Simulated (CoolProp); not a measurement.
Ammonia along the isobar 46900 kPa: fugacity coefficient from the reference equation and from simpler models built on Tc = 132.4 °C, pc = 11360 kPa, ω = 0.256; each cubic takes its own stable root.

Computed with CoolProp (reference Helmholtz-energy equation of state, Gao 2020).

```csv
T (°C),phase,reference,van der Waals,Soave-Redlich-Kwong,Peng-Robinson
-0.85,liquid,0.01418,0.08972,?,0.01531
15.25,liquid,0.02398,0.1124,0.02816,0.02596
31.25,liquid,0.03770,0.1372,0.04457,0.04092
47.25,liquid,0.05596,0.1638,0.06645,0.06085
63.25,liquid,0.07908,0.1921,0.09416,0.08611
79.35,liquid,0.1074,0.2219,0.1280,0.1170
95.35,liquid,0.1403,0.2525,0.1672,0.1528
111.35,liquid,?,0.2839,0.2113,0.1932
127.35,liquid,0.2188,0.3158,0.2595,0.2374
143.45,supercritical,0.2634,?,0.3110,0.2848
159.45,supercritical,0.3100,0.3800,0.3639,0.3337
175.45,supercritical,?,0.4118,0.4175,0.3832
```

What belongs in the gaps?


- -0.85, Soave-Redlich-Kwong: 0.01652
- 111.35, reference: 0.1776
- 143.45, van der Waals: 0.3480
- 175.45, reference: 0.3578
